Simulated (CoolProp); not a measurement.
A closed Brayton cycle with nitrogen: compressor inlet 312.15 K and 4.1 MPa, high pressure 10 MPa, turbine inlet 810 K, compressor efficiency 0.8, turbine efficiency 0.9, recuperator effectiveness 0.95 (on enthalpy, no pinch check). Each further row changes one setting.

Values from CoolProp's reference Helmholtz-energy equation of state, Span 2000.

```csv
case,thermal efficiency (%),net work (kJ/kg),compressor to turbine work,compressor exit (K),turbine exit (K)
as stated,29.3,56.4,0.68,426.2,654.4
turbine inlet 760 K,25.4,45.4,0.73,426.2,612.6
compressor inlet 322.15 K,27.4,52.4,0.70,439.8,654.4
high pressure 8.5 MPa,31.2,51.6,0.65,403.2,680.4
recuperator effectiveness 0.5,18.6,56.4,0.68,426.2,654.4
```
